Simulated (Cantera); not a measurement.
Low-pressure radical oxidation in H2/O2

An isothermal, constant-pressure homogeneous reactor starts with H₂ : O₂ = 0.038 : 1 (molar parts), equivalence ratio 0.019, at 900 K and 20.0 Torr.

Detailed kinetics in Cantera: the H2/O2 subset of GRI-Mech 3.0, which has no nitrogen chemistry. Radical loss at walls, strong at low pressure, is not modelled. Below about 950 K walls govern HO2 and H2O2 in real vessels. The temperature is held fixed by assumption; the heat of reaction is taken as removed at once.

```
t (s)         x H₂   x O₂     x HO₂      x OH       x O     x H₂O
--------  --------  -----  --------  --------  --------  --------
3.00e-5     0.0366  0.963    <1e-12    <1e-12    <1e-12    <1e-12
9.22e-5     0.0366  0.963  3.07e-12    <1e-12    <1e-12    <1e-12
0.000283    0.0366  0.963  9.81e-12  3.33e-12  6.08e-12  4.49e-12
0.000870    0.0366  0.963  3.60e-11  2.71e-11  6.76e-11  9.12e-11
0.00267     0.0366  0.963   1.25e-9   3.46e-9   9.13e-9   1.56e-8
0.00821     0.0247  0.957   1.57e-5   0.00114   0.00353   0.00969
0.0252    0.000556  0.962   7.35e-6  0.000180  0.000566    0.0366
0.0775    0.000108  0.963   2.05e-6   4.48e-5   7.96e-5    0.0372
0.238      2.34e-5  0.963   6.00e-7   1.73e-5   1.38e-5    0.0373
0.731      3.86e-6  0.963   1.40e-7   7.32e-6   2.28e-6    0.0373
2.25       4.09e-7  0.963   2.57e-8   3.06e-6   3.61e-7    0.0373
6.90       2.43e-8  0.963   4.81e-9   1.32e-6   6.58e-8    0.0373
21.2      8.44e-10  0.963   1.14e-9   6.35e-7   1.52e-8    0.0373
65.1      1.05e-10  0.963  3.31e-10   3.32e-7   4.19e-9    0.0373
200       2.85e-11  0.963  1.17e-10   1.81e-7   1.26e-9    0.0373
```
x: mole fraction; the columns are a selection and need not sum to one.

Equilibrium at this temperature and pressure: H₂ <1e-12, O₂ 0.963, HO₂ 1.22e-10, OH 2.91e-8, O 3.26e-11, H₂O 0.0373 (gas phase only).
